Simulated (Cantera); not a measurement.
## Thermodynamics of fluorocarbon and chlorocarbon gases, feed CH3F + H2

Feed: 1 mol CH3F, 0.64 mol H2, equilibrated at 1198.15 K and 0.130 bar.

Method: chemical equilibrium by Gibbs-energy minimisation in Cantera with the NASA 1993 tables (ideal gas, pure condensed phases). Candidate condensed phases: C, C6H6, C7H8, C8H18; 95 gas species. Equilibrium is a limit: real reactors are often held back by kinetics, nucleation or transport.

```yaml
x(H2): 0.620
x(HF): 0.379
x(CH4): 0.000801
n(C(graphite)): 0.998 mol
gas_amount: 2.638 mol
```
